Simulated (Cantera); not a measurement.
Input: 1 mol V, 0.27 mol NH3, 8 mol H2, 1.8 mol H2O, held at 1.20 mbar.

These are equilibrium values from Cantera (NASA tables, ideal gas, pure condensed phases), not measurements of a reactor. Candidate condensed phases: H2O, V, VN, VO, V2O3, V2O4, V2O5; 28 gas species. Mutual solubility and eutectic melting of coexisting phases are not modelled. VO: taken at fixed stoichiometry. Condensed phases not in the tables: the oxides between V2O3 and V2O5 other than VO2. Rates play no part.

**Question.** At 2048 K, list the 7 most abundant gas species with their mole fractions, and the condensed phases.

**Answer.** H2 0.872, H 0.0604, H2O 0.0295, VO2 0.0226, N2 0.0123, VO 0.00334, OH 0.000223. Condensed: VO(s) + V2O3(s).
